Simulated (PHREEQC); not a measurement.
KOH is added in steps, without added water, to 1 kg of water holding 0.35 mol/kgw NaH2PO4, 0.0082 mol/kgw HCl and 0.00052 mol/kgw ZnSO4, at 25 °C. Oxygen alone is held at its pressure in air (log pO2 = -0.68). CO2 from the air is kept out. Only these solids could form: Zn(OH)2-e, Zn4(OH)6SO4, Zn5(OH)8Cl2, Zn3(PO4)2:4w, Halite, Mirabilite, Goslarite.

Base run: PHREEQC, ion-association model, wateq4f.dat. Each further column changes one thing. The table gives Zn+2 (mol/kgw).

```csv
KOH added (mol),base,NaH2PO4 replaced by NaHSO4 at the same molality,HCl from 0.0082 to 0.0123 mol/kgw,0.07 mol/kgw H3PO4 added,no solid may form
0,0.000514,0.000221,0.000513,0.000514,0.000514
0.03417,9.19e-5,0.000207,0.000116,0.000514,0.000514
0.06833,3.05e-5,0.000194,3.37e-5,0.000514,0.000514
0.1196,1.33e-5,0.000176,1.41e-5,6.49e-5,0.000514
0.1537,9.06e-6,0.000165,9.51e-6,2.95e-5,0.000514
0.1879,6.48e-6,0.000155,6.77e-6,1.79e-5,0.000513
0.2221,4.70e-6,0.000146,4.91e-6,1.23e-5,0.000513
0.2562,3.37e-6,0.000138,3.53e-6,9.02e-6,0.000512
0.2904,2.28e-6,0.000131,2.41e-6,6.82e-6,0.000511
0.3417,7.77e-7,0.000122,9.11e-7,4.56e-6,0.000497
0.3758,7.49e-9,1.52e-12,1.33e-8,3.45e-6,1.13e-6
0.41,7.31e-10,1.66e-13,8.79e-10,2.51e-6,9.87e-8
```

The ionic strength passes 0.7 mol/kgw, the rough limit of the ion-association models, in part of: base; NaH2PO4 replaced by NaHSO4 at the same molality; HCl from 0.0082 to 0.0123 mol/kgw; 0.07 mol/kgw H3PO4 added; no solid may form. H3PO4, which wateq4f.dat lacks, is added to it with the constant of phreeqc.dat. The database has no phosphate complexes of Zn. In at least one series the solution becomes supersaturated in solids that the run did not let form, among them Zn(OH)2-e, Zn4(OH)6SO4, Zn5(OH)8Cl2, Zn3(PO4)2:4w. Solids allowed in the column 'NaH2PO4 replaced by NaHSO4 at the same molality': Zn(OH)2-e, Zn4(OH)6SO4, Zn5(OH)8Cl2, Halite, Mirabilite, Goslarite.
